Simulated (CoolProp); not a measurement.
Saturated liquid density (kg/m³) of R124: the reference equation beside estimates from Tc = 395.4 K, pc = 3.624 MPa, ω = 0.288. Rackett uses Z = 0.29056 − 0.08775 ω.

The numbers come from the reference Helmholtz-energy equation of state, de Vries 1995 in CoolProp.

| T (K) | reference | Rackett | Peng-Robinson |
|---|---|---|---|
| 211.8 | 1613 | 1647 | 1657 |
| 215.2 | 1604 | 1637 | 1650 |
| 218.7 | 1594 | 1628 | 1642 |
| 222.1 | 1585 | 1618 | 1633 |
| 225.6 | 1575 | 1608 | 1625 |
| 229 | 1566 | 1599 | 1616 |
| 232.5 | 1556 | 1589 | 1608 |
| 235.9 | 1547 | 1579 | 1599 |
| 239.4 | 1537 | 1569 | 1589 |
| 242.8 | 1527 | 1559 | 1580 |

Absolute difference from the reference over all 10 rows, mean and median: Rackett 2.1 and 2.1 %, Peng-Robinson 3.2 and 3.2 %.
